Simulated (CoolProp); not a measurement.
Saturation properties of acetone (Tc = 235.0 °C, pc = 4692 kPa, ω = 0.307).

Values from CoolProp's reference Helmholtz-energy equation of state, Lemmon 2006. It is a short technical equation, of lower accuracy than the large ones.

| T (°C) | p (kPa) | liquid density (kg/m³) | vapour density (kg/m³) | liquid cp (kJ/(kg K)) | surface tension (mN/m) |
|---|---|---|---|---|---|
| 69.35 | 156.3 | 733.0 | 3.419 | 2.273 | 17.2 |
| 74.85 | 185.0 | 726.2 | (withheld) | 2.292 | 16.6 |
| 80.25 | 217.1 | 719.5 | 4.675 | 2.311 | 15.9 |
| 85.75 | (withheld) | 712.5 | 5.434 | (withheld) | 15.3 |
| 91.15 | 294.7 | 705.5 | 6.272 | 2.353 | 14.6 |
| 96.55 | 340.4 | 698.4 | 7.210 | 2.375 | 14.0 |
| 102.05 | 392.3 | (withheld) | 8.279 | 2.398 | (withheld) |
| 107.45 | (withheld) | 683.7 | 9.449 | 2.422 | 12.7 |
| 112.85 | 511.7 | 676.2 | 10.75 | 2.448 | 12.1 |
| 118.35 | 582.3 | 668.4 | 12.22 | 2.474 | 11.5 |
| 123.75 | 658.5 | 660.5 | 13.83 | 2.502 | 10.9 |
| 129.25 | 743.7 | 652.3 | 15.64 | 2.532 | 10.2 |
| 134.65 | 835.3 | 644.1 | 17.62 | (withheld) | 9.64 |
| 140.05 | 935.1 | 635.6 | 19.81 | 2.597 | (withheld) |

Complete the blanks.


- 74.85, vapour density (kg/m³): 4.014
- 85.75, p (kPa): 254.0
- 85.75, liquid cp (kJ/(kg K)): 2.332
- 102.05, liquid density (kg/m³): 691.1
- 102.05, surface tension (mN/m): 13.4
- 107.45, p (kPa): 449.0
- 134.65, liquid cp (kJ/(kg K)): 2.564
- 140.05, surface tension (mN/m): 9.04

It boils at 56.1 °C under 1 atm.

Surface tension comes from a separate correlation (Mulero 2012).
